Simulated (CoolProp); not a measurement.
A simple Rankine cycle with n-perfluoropentane: condensing at 320.15 K, boiler at 0.573 MPa, turbine inlet 375.5 K, turbine efficiency 0.65, pump efficiency 0.7, no recuperator. Each further row changes one setting.

Model: reference Helmholtz-energy equation of state, Gao 2022, in CoolProp.

| case | thermal efficiency (%) | net work (kJ/kg) | heat in (kJ/kg) | turbine exit temperature (K) | volume ratio over the turbine |
|---|---|---|---|---|---|
| as stated | (withheld) | 6.61 | 130 | 362.9 | 3.38 |
| turbine inlet 395.5 K | 4.8 | 7.15 | 149 | 383.5 | 3.30 |
| condensing temperature 312.15 K | 6.0 | 8.25 | (withheld) | (withheld) | (withheld) |
| boiler pressure 0.401 MPa | 3.6 | 4.73 | 132 | 367.6 | (withheld) |
| turbine efficiency 0.55 | (withheld) | 5.53 | 130 | (withheld) | 3.40 |

Problem. Complete the blanks.

Solution. 
- as stated, thermal efficiency (%): 5.1
- condensing temperature 312.15 K, heat in (kJ/kg): 138
- condensing temperature 312.15 K, turbine exit temperature (K): 360.5
- condensing temperature 312.15 K, volume ratio over the turbine: 4.43
- boiler pressure 0.401 MPa, volume ratio over the turbine: 2.25
- turbine efficiency 0.55, thermal efficiency (%): 4.3
- turbine efficiency 0.55, turbine exit temperature (K): 364.1
